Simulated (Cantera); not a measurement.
Input: 1 mol B, a varied amount of H2O, held at 1650 K and 34.0 Pa.

Method: chemical equilibrium by Gibbs-energy minimisation in Cantera with the NASA 1993 tables (ideal gas, pure condensed phases). Candidate condensed phases: B, B2O3, B3O3H3, H2O; 23 gas species. Gases not in the tables: H3BO3. Rates play no part.

Question: Which condensed phases are stable at each of these points (n(H2O) (mol)): 0.77, 1.8, 2.9, 3.9, 5, 6.1, 7.1, 8.2?

Answer: 
```csv
n(H2O) (mol),condensed phases,B condensed (%)
0.77,B(s),24.9
1.8,gas only,0.0
2.9,gas only,0.0
3.9,gas only,0.0
5,gas only,0.0
6.1,gas only,0.0
7.1,gas only,0.0
8.2,gas only,0.0
```

At 0.77 mol H2O the condensed part is B(s). From 1.8 mol H2O to 8.2 mol H2O nothing is condensed.
